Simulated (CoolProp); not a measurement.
Vapour pressure (MPa) of R1123: the reference equation beside estimates from Tc = 331.7 K, pc = 4.549 MPa, ω = 0.243. Clausius-Clapeyron is anchored at 270.5 K with a constant enthalpy of vaporisation of 14.34 kJ/mol.

Model: reference Helmholtz-energy equation of state, Akasaka 2020, in CoolProp.

| T (K) | reference | Lee-Kesler | Clausius-Clapeyron | van der Waals | Redlich-Kwong | Soave-Redlich-Kwong | Peng-Robinson |
|---|---|---|---|---|---|---|---|
| 215.8 | 0.1233 | 0.1224 | 0.1993 | 0.6206 | 0.2075 | 0.1226 | 0.1234 |
| 223.6 | 0.1786 | 0.1780 | 0.2634 | 0.7499 | 0.2867 | 0.1780 | 0.1782 |
| 231.4 | 0.2513 | 0.2512 | 0.3416 | 0.8957 | 0.3861 | 0.2511 | 0.2504 |
| 239.2 | 0.3448 | 0.3456 | 0.4356 | 1.059 | 0.5083 | 0.3455 | 0.3433 |
| 247 | 0.4626 | 0.4646 | 0.5469 | 1.240 | 0.6559 | 0.4648 | 0.4606 |
| 254.9 | 0.6105 | 0.6138 | 0.6790 | 1.443 | 0.8339 | 0.6150 | 0.6083 |
| 262.7 | 0.7887 | 0.7933 | 0.8301 | 1.663 | 1.040 | 0.7965 | 0.7868 |
| 270.5 | 1.003 | 1.009 | 1.003 | 1.904 | 1.279 | 1.015 | 1.002 |
| 278.3 | 1.258 | 1.264 | 1.199 | 2.165 | 1.554 | 1.276 | 1.259 |
| 286.1 | 1.558 | 1.565 | 1.420 | 2.447 | 1.866 | 1.582 | 1.562 |
| 293.9 | 1.908 | 1.915 | 1.666 | 2.751 | 2.217 | 1.939 | 1.917 |
| 301.7 | 2.315 | 2.321 | 1.939 | 3.077 | 2.610 | 2.352 | 2.328 |
| 309.5 | 2.783 | 2.790 | 2.240 | 3.426 | 3.047 | 2.825 | 2.801 |
| 317.3 | 3.321 | 3.329 | 2.569 | 3.798 | 3.530 | 3.363 | 3.344 |
| 325.1 | 3.940 | 3.949 | 2.926 | 4.194 | 4.060 | 3.972 | 3.961 |

Absolute difference from the reference over all 15 rows, mean and median: Lee-Kesler 0.4 and 0.4 %, Clausius-Clapeyron 21.1 and 18.2 %, van der Waals 129.5 and 89.8 %, Redlich-Kwong 30.6 and 27.5 %, Soave-Redlich-Kwong 1.0 and 1.0 %, Peng-Robinson 0.4 and 0.4 %.
